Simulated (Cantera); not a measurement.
What does this Cantera script print?

```python
import numpy as np
import cantera as ct

gas = ct.Solution("h2o2.yaml")
gas.TPX = 675, 110000, {'H2': 1, 'O2': 0.455, 'N2': 1.68, 'H2O': 0.13}
flame = ct.FreeFlame(gas, width=0.037)
flame.set_refine_criteria(ratio=3, slope=0.08, curve=0.16)
flame.transport_model = "mixture-averaged"
flame.solve(loglevel=0, auto=True)
z, T = flame.grid, flame.T
thick = (T[-1] - T[0]) / np.gradient(T, z).max()
show = ['H2', 'O2', 'H2O2', 'HO2', 'OH', 'O']
print(f"laminar burning velocity  {flame.velocity[0] * 100:.3f} cm/s")
print(f"burnt temperature         {T[-1]:.1f} K")
print(f"thermal thickness         {thick * 1e3:.4f} mm")
print(f"grid points               {len(z)}")
z0 = z[flame.heat_release_rate.argmax()]
print(f"{'z/mm':>9s}{'T/K':>9s}{'u/(m/s)':>9s}" + "".join(f"{s:>11s}" for s in show))
rows = []
for k in (-3, -2, -1.5, -1, -0.5, -0.25, 0, 0.25, 0.5, 1, 2, 4, 8):
    zz = z0 + k * thick
    rows.append([k * thick, np.interp(zz, z, T), np.interp(zz, z, flame.velocity),
                 *(np.interp(zz, z, flame.X[gas.species_index(s)]) for s in show)])
    print(f"{rows[-1][0] * 1e3:9.3f}{rows[-1][1]:9.1f}{rows[-1][2]:9.3f}" + "".join(f"{x:11.3e}" for x in rows[-1][3:]))
```

Result:

```
laminar burning velocity  951.215 cm/s
burnt temperature         2535.4 K
thermal thickness         0.4270 mm
grid points               138
     z/mm      T/K  u/(m/s)         H2         O2       H2O2        HO2         OH          O
   -1.281    675.0    9.512  3.063e-01  1.394e-01  2.790e-14  2.693e-12  1.110e-18  1.645e-17
   -0.854    675.0    9.512  3.063e-01  1.394e-01  3.070e-14  1.689e-11  1.008e-15  1.529e-14
   -0.640    675.0    9.512  3.063e-01  1.394e-01  3.160e-13  1.387e-09  2.038e-13  2.760e-12
   -0.427    675.0    9.512  3.063e-01  1.394e-01  1.388e-10  2.962e-07  1.291e-10  1.189e-09
   -0.213    682.5    9.593  3.040e-01  1.394e-01  1.438e-06  1.847e-04  2.144e-05  5.058e-06
   -0.107    836.8   11.548  2.782e-01  1.357e-01  1.113e-05  2.494e-04  6.936e-04  2.872e-04
    0.000   1265.5   16.876  1.740e-01  9.754e-02  5.663e-06  1.049e-04  3.938e-03  5.288e-03
    0.107   1586.2   20.834  8.170e-02  4.055e-02  3.122e-06  3.810e-05  1.116e-02  1.127e-02
    0.213   1736.2   22.619  6.408e-02  2.560e-02  1.869e-06  2.139e-05  1.493e-02  1.173e-02
    0.427   1895.1   24.427  6.184e-02  2.039e-02  9.994e-07  1.430e-05  1.747e-02  1.013e-02
    0.854   2057.1   26.200  5.995e-02  1.653e-02  5.637e-07  9.573e-06  1.864e-02  7.760e-03
    1.708   2211.0   27.826  5.599e-02  1.265e-02  3.599e-07  6.093e-06  1.829e-02  5.352e-03
    3.416   2344.6   29.192  5.066e-02  9.049e-03  2.618e-07  3.809e-06  1.648e-02  3.340e-03
```

Computed with Cantera and the H2/O2 subset of GRI-Mech 3.0, which has no nitrogen chemistry. Burning velocities carry a grid error of a few per cent, more on coarse grids.
